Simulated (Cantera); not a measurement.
**Premixed flame**

A freely propagating, adiabatic, planar premixed flame of 30.8 % H2, 14.0 % O2, 52.6 % N2, 2.65 % H2O, equivalence ratio 1.1, unburnt at 500 K and 25000 Pa; mixture-averaged transport, grid criteria slope 0.08 and curve 0.16, no radiation.

Model: the H2/O2 subset of GRI-Mech 3.0, which has no nitrogen chemistry, integrated in Cantera. Burning velocities carry a grid error of a few per cent, more on coarse grids.

```tsv
z (mm)	T (K)	u (m/s)	x H2	x O2	x H2O	x O	x H	x HO2
-7.95	500	4.88	0.308	0.140	0.0265	<1e-8	<1e-8	<1e-8
-5.30	500	4.88	0.308	0.140	0.0265	<1e-8	<1e-8	<1e-8
-3.98	500	4.88	0.308	0.140	0.0265	<1e-8	<1e-8	<1e-8
-2.65	500	4.88	0.308	0.140	0.0265	<1e-8	<1e-8	2.85e-8
-1.33	505	4.92	0.306	0.140	0.0267	2.34e-6	5.24e-5	8.81e-5
-0.663	677	6.49	0.280	0.136	0.0410	0.000167	0.00581	8.92e-5
0	1125	10.4	0.158	0.0930	0.136	0.00579	0.0513	2.94e-5
0.663	1416	12.9	0.0661	0.0350	0.239	0.0117	0.0785	9.66e-6
1.33	1540	14.0	0.0574	0.0258	0.256	0.0119	0.0724	6.26e-6
2.65	1681	15.1	0.0584	0.0222	0.265	0.0109	0.0594	4.58e-6
5.30	1834	16.3	0.0587	0.0188	0.275	0.00907	0.0455	3.28e-6
10.6	1986	17.5	0.0568	0.0152	0.288	0.00690	0.0329	2.28e-6
21.2	2129	18.5	0.0530	0.0115	0.301	0.00474	0.0224	1.57e-6
```
x: mole fraction of selected species; z is measured from the peak of heat release.

The laminar burning velocity is 488 cm/s. The thermal thickness is 2.65 mm and the peak x(O) is 0.0120. The peak x(H) is 0.0785 and the peak x(HO2) comes out as 0.000145. The grid points is 144.
